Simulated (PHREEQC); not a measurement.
Consider water at 25 °C with 0.0089 mol/kgw LiOH, 0.013 mol/kgw CO2 and 0.00049 mol/kgw Na2CO3. Closed to the air; pH follows from the charge balance.

Computed with PHREEQC (ion-association model, phreeqc.dat).

- pH: 6.74
- ionic strength: 0.00988 mol/kgw
- specific conductance: 774 µS/cm
- total alkalinity: 9.88 meq/kg

```csv
species,molality,activity,log γ
HCO3-,0.00987,0.00894,-0.043
Li+,0.00890,0.00807,-0.042
CO2,0.00361,0.00362,0.001
Na+,0.000976,0.000882,-0.044
NaHCO3,4.42e-6,4.43e-6,0.001
CO3-2,3.46e-6,2.33e-6,-0.172
(CO2)2,2.40e-7,2.41e-7,0.001
H+,1.97e-7,1.80e-7,-0.039
OH-,6.24e-8,5.62e-8,-0.045
NaCO3-,4.23e-8,3.82e-8,-0.045
```

This is a speciation only: nothing precipitates in the calculation.
